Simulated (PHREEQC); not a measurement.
Consider water at 36 °C with 0.016 mol/kgw CuCl2 and 0.11 mol/kgw HNO3. Closed to the air; pH follows from the charge balance.

Equilibrium calculation in PHREEQC: ion-association model, wateq4f.dat.

Precipitation was switched off in this run.

**Question.** Predict the pH.

**Answer.** pH 1.05.

**Question.** In which forms is Cl present?

**Answer.** Cl- 98 %, CuCl+ 2.3 % of the Cl.

Away from 25 °C the constants follow the database's enthalpies or fits; those with neither stay at their 25 °C values.
